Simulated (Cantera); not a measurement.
Cantera run:

```python
import numpy as np
import cantera as ct

gas_names = [...]  # 47 gases of nasa_gas.yaml made of Cl, H, N, O, Si
cond_names = """
    H2O(s) H2O(L) NH4CL(a) NH4CL(b) Si(cr) Si(L) SiO2(Lqz) SiO2(hqz) SiO2(L) Si2N2O(s) Si3N4(a)
""".split()


# ... load() reads the species with a 1 bar reference pressure and builds the phases ...
atoms = {
    'SiCl4': {'Si': 1, 'CL': 4},
    'H2O': {'H': 2, 'O': 1},
    'N2': {'N': 2},
}
top_T = {'Si2N2O(s)': 2100, 'Si3N4(a)': 2400}  # K; cautious upper limits of use, not melting points


# ... equilibrate(T, P, feed) seeds the gas with the atoms and calls Mixture.equilibrate('TP', solver="vcs", rtol=1e-11, max_steps=5000) ...
results = []
feed = {'SiCl4': 1, 'H2O': 1.6, 'N2': 6.3}  # mol
T = 1125  # K
P = 1500  # Pa
mix = equilibrate(T, P, feed)
results.append((T, P, feed, dict(zip(mix.species_names, mix.species_moles))))
x = sorted(zip(gas.X, gas.species_names), reverse=True)
print(f"T = {T:g} K  P = {P:g} Pa  gas = {mix.phase_moles(0):.4g} mol")
print("   x: " + "  ".join(f"{s} {v:.3e}" for v, s in x if v > 0.0001))
print("   condensed (mol): " + ("  ".join(f"{mix.phase(i).name} {mix.phase_moles(i):.4g}"
      for i in range(1, mix.n_phases) if mix.phase_moles(i) > 1e-12) or "none"))
```

Output:

```
T = 1125 K  P = 1500 Pa  gas = 9.7 mol
   x: N2 6.495e-01  HCL 3.299e-01  SiCL4 2.062e-02
   condensed (mol): SiO2(hqz) 0.8
```

Method: chemical equilibrium by Gibbs-energy minimisation in Cantera with the NASA 1993 tables (ideal gas, pure condensed phases).
